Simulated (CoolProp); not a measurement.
A single-stage vapour-compression cycle with R245ca: evaporating at 278.15 K (dew point), condensing at 340.15 K (bubble point), superheat 2 K, subcooling 0 K, compressor efficiency 0.6, no pressure losses. Each further row changes one setting.

Model: reference Helmholtz-energy equation of state, Zhou 2016, in CoolProp.

| case | cooling COP | pressure ratio | discharge temperature (K) | refrigerating effect (kJ/kg) | volumetric capacity (kJ/m³) |
|---|---|---|---|---|---|
| as stated | ___ | 9.31 | 357.1 | 130 | 330 |
| evaporating temperature 283.15 K | 2.24 | 7.43 | 354.9 | 134 | 421 |
| condensing temperature 335.15 K | ___ | 8.06 | ___ | 138 | 349 |
| subcooling 5 K | 2.08 | 9.31 | 357.1 | 138 | 349 |
| superheat 12 K | 2.01 | 9.31 | ___ | ___ | 340 |
| compressor efficiency 0.5 | 1.64 | 9.31 | 369.5 | 130 | 330 |

Task: Complete the blanks.

Result: 
- as stated, cooling COP: 1.97
- condensing temperature 335.15 K, cooling COP: 2.22
- condensing temperature 335.15 K, discharge temperature (K): 352.1
- superheat 12 K, discharge temperature (K): 367.8
- superheat 12 K, refrigerating effect (kJ/kg): 139
